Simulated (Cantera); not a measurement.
Input: 1 mol Si, 2 mol HCl, 19 mol H2, equilibrated at 1700000 Pa.

Cantera equilibrium calculation (NASA polynomials, part measured and part estimated; ideal gas, pure solids and liquids). Candidate condensed phases: Si; 19 gas species. The tables' values for SiCl3 are old estimates; treat these amounts as uncertain. Gases not in the tables: Si2H6 and higher silanes. The numbers say what is thermodynamically allowed, not how fast it happens.

x: gas mole fraction; n: condensed amount in mol.

| T (°C) | x H2 | x HCl | x SiHCl3 | x SiCl4 | x SiH2Cl2 | x SiCl2 | x SiCl3 | n Si(s) |
|---|---|---|---|---|---|---|---|---|
| 300 | 0.969 | 5.10e-6 | 0.0207 | 0.00773 | 0.00254 | 1.01e-11 | 5.87e-9 | 0.368 |
| 400 | 0.969 | 4.85e-5 | 0.0200 | 0.00794 | 0.00311 | 1.55e-9 | 1.62e-7 | 0.365 |
| 500 | 0.969 | 0.000255 | 0.0194 | 0.00813 | 0.00356 | 6.32e-8 | 1.88e-6 | 0.364 |
| 600 | 0.968 | 0.000911 | 0.0188 | 0.00825 | 0.00389 | 1.09e-6 | 1.24e-5 | 0.366 |
| 700 | 0.967 | 0.00248 | 0.0180 | 0.00823 | 0.00413 | 1.02e-5 | 5.41e-5 | 0.375 |
| 800 | 0.965 | ___ | 0.0171 | 0.00798 | 0.00425 | ___ | 0.000176 | 0.392 |
| 900 | 0.961 | 0.0106 | 0.0157 | 0.00741 | 0.00424 | 0.000266 | 0.000447 | 0.421 |
| 1000 | 0.956 | ___ | ___ | ___ | 0.00405 | ___ | 0.000921 | ___ |
| 1100 | 0.949 | 0.0271 | 0.0111 | 0.00501 | 0.00365 | 0.00222 | 0.00155 | 0.508 |

**Question.** Complete the blanks.

**Answer.** 
- 800, x HCl: 0.00553
- 800, x SiCl2: 6.18e-5
- 1000, x HCl: 0.0179
- 1000, x SiHCl3: 0.0137
- 1000, x SiCl4: 0.00642
- 1000, x SiCl2: 0.000866
- 1000, n Si(s): 0.461
